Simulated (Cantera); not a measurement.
A freely propagating, adiabatic, planar premixed flame of H2 : O2 : N2 : H2O = 1 : 0.192 : 0.723 : 0.29 (molar parts), unburnt at 723 K and 2.70 bar; mixture-averaged transport, grid criteria slope 0.08 and curve 0.16, no radiation.

Computed with Cantera and the H2/O2 subset of GRI-Mech 3.0, which has no nitrogen chemistry. The hydrogen kinetics of GRI-Mech 3.0 are dated; newer H2 mechanisms differ, most at raised pressure. Burning velocities carry a grid error of a few per cent, more on coarse grids.

Task: How do the results move with these cheaper or finer settings: unity-Lewis-number transport; multicomponent transport; multicomponent+Soret transport; grid criteria slope 0.5, curve 1; grid criteria slope 0.25, curve 0.5; grid criteria slope 0.03, curve 0.06?

Result: 
```json
[
 {"setting": "as above", "laminar burning velocity": "900 cm/s", "thermal thickness": "0.131 mm", "peak x(H)": "0.0414", "peak x(HO2)": "0.000582", "grid points": "113"},
 {"setting": "unity-Lewis-number transport", "laminar burning velocity": "553 cm/s", "thermal thickness": "0.125 mm", "peak x(H)": "0.0429", "peak x(HO2)": "0.000419", "grid points": "111"},
 {"setting": "multicomponent transport", "laminar burning velocity": "890 cm/s", "thermal thickness": "0.133 mm", "peak x(H)": "0.0415", "peak x(HO2)": "0.000575", "grid points": "113"},
 {"setting": "multicomponent+Soret transport", "laminar burning velocity": "867 cm/s", "thermal thickness": "0.130 mm", "peak x(H)": "0.0412", "peak x(HO2)": "0.000589", "grid points": "113"},
 {"setting": "grid criteria slope 0.5, curve 1", "laminar burning velocity": "944 cm/s", "thermal thickness": "0.175 mm", "peak x(H)": "0.0412", "peak x(HO2)": "0.000550", "grid points": "40"},
 {"setting": "grid criteria slope 0.25, curve 0.5", "laminar burning velocity": "920 cm/s", "thermal thickness": "0.147 mm", "peak x(H)": "0.0415", "peak x(HO2)": "0.000558", "grid points": "51"},
 {"setting": "grid criteria slope 0.03, curve 0.06", "laminar burning velocity": "891 cm/s", "thermal thickness": "0.127 mm", "peak x(H)": "0.0413", "peak x(HO2)": "0.000585", "grid points": "247"}
]
```
Unity Lewis numbers drop preferential diffusion, which matters most where H2 and H carry the flame; Soret adds thermal diffusion.
